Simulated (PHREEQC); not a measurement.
A solution holds 0.012 mol/kgw MgBr2, at 25 °C. Closed to the air; pH follows from the charge balance.

Computed with PHREEQC (ion-association model, phreeqc.dat).

This is a speciation only: nothing precipitates in the calculation.

Q: What specific conductance does the model give?

A: specific conductance 2600 µS/cm.

Complexes and solids missing from the database can't appear.
